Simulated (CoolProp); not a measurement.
Properties of cis-2-butene along the isobar 0.971 MPa (Tc = 162.6 °C, pc = 4.236 MPa, ω = 0.202).

Values from CoolProp's reference Helmholtz-energy equation of state, Lemmon 2005. It is a short technical equation, of lower accuracy than the large ones.

```json
[
 {"T (°C)": "-10.35", "phase": "liquid", "Z": "0.03797", "cp (kJ/(kg K))": "2.108", "cv (kJ/(kg K))": "1.427", "speed of sound (m/s)": "1179", "expansivity (1/kK)": "1.660"},
 {"T (°C)": "7.05", "phase": "liquid", "Z": "0.03669", "cp (kJ/(kg K))": "2.167", "cv (kJ/(kg K))": "1.468", "speed of sound (m/s)": "1082", "expansivity (1/kK)": "1.774"},
 {"T (°C)": "24.55", "phase": "liquid", "Z": "0.03566", "cp (kJ/(kg K))": "2.238", "cv (kJ/(kg K))": "1.514", "speed of sound (m/s)": "986.3", "expansivity (1/kK)": "1.923"},
 {"T (°C)": "42.05", "phase": "liquid", "Z": "0.03489", "cp (kJ/(kg K))": "2.323", "cv (kJ/(kg K))": "1.565", "speed of sound (m/s)": "890.2", "expansivity (1/kK)": "2.123"},
 {"T (°C)": "59.55", "phase": "liquid", "Z": "0.03439", "cp (kJ/(kg K))": "2.425", "cv (kJ/(kg K))": "1.619", "speed of sound (m/s)": "792.9", "expansivity (1/kK)": "2.401"},
 {"T (°C)": "77.05", "phase": "liquid", "Z": "0.03419", "cp (kJ/(kg K))": "2.553", "cv (kJ/(kg K))": "1.678", "speed of sound (m/s)": "692.9", "expansivity (1/kK)": "2.815"},
 {"T (°C)": "94.55", "phase": "gas", "Z": "0.8386", "cp (kJ/(kg K))": "1.988", "cv (kJ/(kg K))": "1.661", "speed of sound (m/s)": "210.8", "expansivity (1/kK)": "4.890"},
 {"T (°C)": "111.95", "phase": "gas", "Z": "0.8660", "cp (kJ/(kg K))": "1.982", "cv (kJ/(kg K))": "1.701", "speed of sound (m/s)": "221.2", "expansivity (1/kK)": "4.163"},
 {"T (°C)": "129.45", "phase": "gas", "Z": "0.8869", "cp (kJ/(kg K))": "2.003", "cv (kJ/(kg K))": "1.751", "speed of sound (m/s)": "230.3", "expansivity (1/kK)": "3.670"},
 {"T (°C)": "146.95", "phase": "gas", "Z": "0.9033", "cp (kJ/(kg K))": "2.038", "cv (kJ/(kg K))": "1.806", "speed of sound (m/s)": "238.5", "expansivity (1/kK)": "3.309"},
 {"T (°C)": "164.45", "phase": "gas", "Z": "0.9166", "cp (kJ/(kg K))": "2.081", "cv (kJ/(kg K))": "1.863", "speed of sound (m/s)": "246.0", "expansivity (1/kK)": "3.031"},
 {"T (°C)": "181.95", "phase": "gas", "Z": "0.9275", "cp (kJ/(kg K))": "2.129", "cv (kJ/(kg K))": "1.922", "speed of sound (m/s)": "253.0", "expansivity (1/kK)": "2.807"},
 {"T (°C)": "199.45", "phase": "gas", "Z": "0.9365", "cp (kJ/(kg K))": "2.180", "cv (kJ/(kg K))": "1.980", "speed of sound (m/s)": "259.7", "expansivity (1/kK)": "2.623"},
 {"T (°C)": "216.85", "phase": "gas", "Z": "0.9441", "cp (kJ/(kg K))": "2.232", "cv (kJ/(kg K))": "2.039", "speed of sound (m/s)": "265.9", "expansivity (1/kK)": "2.467"},
 {"T (°C)": "234.35", "phase": "gas", "Z": "0.9507", "cp (kJ/(kg K))": "2.285", "cv (kJ/(kg K))": "2.097", "speed of sound (m/s)": "272.0", "expansivity (1/kK)": "2.333"},
 {"T (°C)": "251.85", "phase": "gas", "Z": "0.9563", "cp (kJ/(kg K))": "2.338", "cv (kJ/(kg K))": "2.155", "speed of sound (m/s)": "277.7", "expansivity (1/kK)": "2.216"}
]
```
